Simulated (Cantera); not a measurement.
What does this Cantera script print?

```python
import numpy as np
import cantera as ct

gas_names = """
    HCL O CL
""".split()
cond_names = """
    Cs(cr) Cs(L) CsOH(a) CsOH(b) CsOH(c) CsOH(L)
""".split()


# ... load() reads the species with a 1 bar reference pressure and builds the phases ...
species = {s.name: s for s in load("nasa_gas.yaml", gas_names) + load("nasa_condensed.yaml", cond_names)}
# Each term lists the table entries of one substance; the one whose range holds T is used.
reactions = {
    'Cs + HCl(g) + O(g) = Cl(g) + CsOH':
        [(-1, ['Cs(cr)', 'Cs(L)']), (-1, ['HCL']), (-1, ['O']), (1, ['CL']), (1, ['CsOH(a)', 'CsOH(b)', 'CsOH(c)', 'CsOH(L)'])],
}


def pick(names, T):
    return next(species[n] for n in names if species[n].thermo.min_temp <= T <= species[n].thermo.max_temp)


results = []
for label, terms in reactions.items():
    print(label)
    print("     T/K   dH/kJ  dS/(J/K)   dG/kJ   log10 K")
    for T in [698, 748, 798, 848, 898, 948, 998]:
        used = [(nu, pick(names, T)) for nu, names in terms]
        dH = sum(nu * s.thermo.h(T) for nu, s in used) / 1e6
        dS = sum(nu * s.thermo.s(T) for nu, s in used) / 1e3
        dG = dH - T * dS / 1e3
        logK = -dG * 1e6 / (ct.gas_constant * T * np.log(10))
        results.append((label, T, dH, dS, dG, logK, [s.name for _, s in used]))
        print(f"{T:8g} {dH:8.1f} {dS:8.1f} {dG:8.1f} {logK:8.2f}")
```

Output:

```
Cs + HCl(g) + O(g) = Cl(g) + CsOH
     T/K   dH/kJ  dS/(J/K)   dG/kJ   log10 K
     698   -434.7   -137.6   -338.6    25.34
     748   -433.5   -136.0   -331.8    23.17
     798   -432.3   -134.4   -325.0    21.27
     848   -431.1   -133.0   -318.3    19.61
     898   -430.0   -131.7   -311.7    18.13
     948   -428.8   -130.5   -305.1    16.81
     998   -427.8   -129.4   -298.6    15.63
```

Cantera with NASA thermochemical tables; ideal gases at 1 bar, condensed phases pure. Condensed species are held in their standard states even where they would react or evaporate.
